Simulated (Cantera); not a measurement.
Thermal oxidation and active oxidation of silicon: Si + N2O + H2

Charge: 1 mol Si, 0.023 mol N2O, 1.9 mol H2, held at 1700 °C.

Equilibrium computed with Cantera from the NASA thermochemical tables; the gas is ideal and each condensed phase is pure. Candidate condensed phases: H2O, Si, SiO2, Si2N2O, Si3N4; 35 gas species. Mutual solubility and eutectic melting of coexisting phases are not modelled. The tables' values for SiN are old estimates; treat these amounts as uncertain. Gases not in the tables: Si2H6 and higher silanes. Equilibrium is a limit: real reactors are often held back by kinetics, nucleation or transport.

From 1.00e-6 bar to 1.50e-5 bar nothing is condensed. From 0.000220 bar to 0.680 bar the condensed part is Si(l). At 10.0 bar the condensed part is Si(l) + Si2N2O(s). The main Si-bearing gas is Si at 1.00e-6 bar and SiO at 10.0 bar.

```csv
P (Pa),x H2,x H,x Si,x N2,x SiO,x Si2,x SiH,n Si(l),n Si2N2O(s)
0.100,0.179,0.571,0.239,0.00562,0.00562,1.75e-5,7.31e-5,0,0
1.50,0.456,0.235,0.294,0.00693,0.00695,0.000398,0.000556,0,0
22,0.755,0.0790,0.143,0.00956,0.00963,0.00139,0.00134,0.622,0
320,0.943,0.0232,0.00986,0.0115,0.0116,9.57e-5,0.000392,0.956,0
4600,0.969,0.00619,0.000686,0.0118,0.0118,6.66e-6,0.000105,0.975,0
68000,0.975,0.00162,4.64e-5,0.0118,0.0118,4.50e-7,2.73e-5,0.977,0
1000000,0.995,0.000426,3.16e-6,0.00213,0.00212,3.06e-8,7.20e-6,0.958,0.0189
```
x: gas mole fraction; n: condensed amount in mol.
